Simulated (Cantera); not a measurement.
## Equilibrium for carbothermic reduction: CuO + CH4 + N2

A closed system holds: 1 mol CuO, 3.6 mol CH4, 2.3 mol N2, at 13.3 mbar.

Equilibrium computed with Cantera from the NASA thermochemical tables; the gas is ideal and each condensed phase is pure. Candidate condensed phases: C, C6H6, C7H8, C8H18, Cu, CuO, Cu(OH)2, Cu2O, H2O; 139 gas species. Equilibrium is a limit: real reactors are often held back by kinetics, nucleation or transport.

| T (K) | x H2 | x N2 | x CO | x Cu | x H | x HCN | n C(graphite) | n Cu(s) | n Cu(l) |
|---|---|---|---|---|---|---|---|---|---|
| 1300 | 0.686 | 0.219 | 0.0952 | 1.18e-5 | 7.93e-6 | 8.02e-5 | 2.60 | 1.000 | 0 |
| 1400 | 0.685 | 0.219 | 0.0952 | 0.000101 | 3.49e-5 | 0.000192 | 2.60 | 0 | 0.999 |
| 1500 | 0.685 | 0.219 | 0.0952 | 0.000617 | 0.000126 | 0.000409 | 2.60 | 0 | 0.994 |
| 1600 | 0.683 | 0.218 | 0.0949 | 0.00298 | 0.000389 | 0.000790 | 2.59 | 0 | 0.969 |
| 1700 | 0.676 | 0.216 | 0.0941 | 0.0119 | 0.00105 | 0.00140 | 2.58 | 0 | 0.873 |
| 1800 | 0.654 | 0.209 | 0.0912 | 0.0406 | 0.00251 | 0.00227 | 2.57 | 0 | 0.553 |
| 1900 | 0.620 | 0.198 | 0.0867 | 0.0864 | 0.00541 | 0.00341 | 2.55 | 0 | 0 |
| 2000 | 0.614 | 0.196 | 0.0865 | 0.0863 | 0.0110 | 0.00512 | 2.53 | 0 | 0 |
| 2100 | 0.604 | 0.194 | 0.0860 | 0.0859 | 0.0210 | 0.00734 | 2.49 | 0 | 0 |
| 2200 | 0.589 | 0.191 | 0.0853 | 0.0853 | 0.0374 | 0.0101 | 2.44 | 0 | 0 |
x: gas mole fraction; n: condensed amount in mol.

At 1300 K the condensed part is C(graphite) + Cu(s). From 1400 K to 1800 K the condensed part is C(graphite) + Cu(l). From 1900 K to 2200 K the condensed part is C(graphite). The main Cu-bearing gas is Cu throughout.
